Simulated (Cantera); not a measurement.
A perfectly stirred reactor is fed with CH4 : C2H6 : C3H8 : O2 : N2 : CO2 = 1 : 0.048 : 0.49 : 4.97 : 18.7 : 0.66 (molar parts), at 1.01 bar; it is adiabatic with a 700 K inlet, and is followed from long to short residence time, starting on the burning branch (τ in s: 0.028, 0.014, 0.0068, 0.0033, 0.0016, 0.00081, 0.0004, 0.0002, 9.7e-05, 4.8e-05, 2.4e-05, 1.2e-05).

Cantera simulation using GRI-Mech 3.0 (53 species, 325 reactions); the numbers are that mechanism's predictions, not measurements. GRI-Mech 3.0 was tuned for natural gas; its chemistry of propane as a main component is partial and can be far from experiment.

### Question
What does this change do: pressure from 1.01 bar to 3.10 bar?

### Answer
```csv
quantity,before,after
"blow-out, bracketed by the residence times tried","burning at 48.0 µs, out at 24.0 µs","burning at 24.0 µs, out at 12.0 µs"
x(CH4) at τ = 28.0 ms,2.53e-6,1.26e-6
x(C2H6) at τ = 28.0 ms,1.65e-8,7.01e-9
x(C3H8) at τ = 28.0 ms,1.87e-7,8.46e-8
x(CH2) at τ = 28.0 ms,2.16e-7,9.89e-8
x(CO) at τ = 28.0 ms,0.0151,0.0103
x(CH4) at τ = 0.400 ms,7.57e-5,4.06e-5
x(C2H6) at τ = 0.400 ms,9.01e-7,4.17e-7
x(C3H8) at τ = 0.400 ms,7.39e-6,3.84e-6
x(CH2) at τ = 0.400 ms,3.88e-6,2.98e-6
x(CO) at τ = 0.400 ms,0.0340,0.0233
```

### Question
What does this change do: inlet temperature 700 to 400 K?

### Answer
| quantity | before | after |
|---|---|---|
| blow-out, bracketed by the residence times tried | burning at 48.0 µs, out at 24.0 µs | burning at 97.0 µs, out at 48.0 µs |
| x(CH4) at τ = 28.0 ms | 2.53e-6 | 4.47e-6 |
| x(C2H6) at τ = 28.0 ms | 1.65e-8 | 3.40e-8 |
| x(C3H8) at τ = 28.0 ms | 1.87e-7 | 3.49e-7 |
| x(CH2) at τ = 28.0 ms | 2.16e-7 | 2.91e-7 |
| x(CO) at τ = 28.0 ms | 0.0151 | 0.0100 |
| x(CH4) at τ = 0.400 ms | 7.57e-5 | 0.000121 |
| x(C2H6) at τ = 0.400 ms | 9.01e-7 | 1.46e-6 |
| x(C3H8) at τ = 0.400 ms | 7.39e-6 | 1.18e-5 |
| x(CH2) at τ = 0.400 ms | 3.88e-6 | 4.16e-6 |
| x(CO) at τ = 0.400 ms | 0.0340 | 0.0300 |
